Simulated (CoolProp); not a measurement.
Properties of n-dodecane at several states.

The numbers come from the reference Helmholtz-energy equation of state, Lemmon 2004 in CoolProp. It is a short technical equation, of lower accuracy than the large ones.

```tsv
T (K)	p (bar)	phase	density (kg/m³)	cv (kJ/(kg K))	speed of sound (m/s)	Joule-Thomson coefficient (K/MPa)	expansivity (1/kK)	Prandtl number
565.4	18.2	liquid	521.6	2.802	435.9	0.1687	2.279	4.51
497.1	0.129	gas	0.5360	2.444	156.1	23.44	2.075	0.772
270.1	0.181	liquid	766.6	1.719	1398	-0.4503	0.9809	36.5
476.6	28	liquid	612.3	2.497	711.0	-0.1927	1.382	6.58
416.7	27.6	liquid	660.3	2.273	888.9	-0.2942	1.162	8.53
```

Viscosity comes from a separate model (Huber 2004). Thermal conductivity comes from a separate model (Huber 2004).
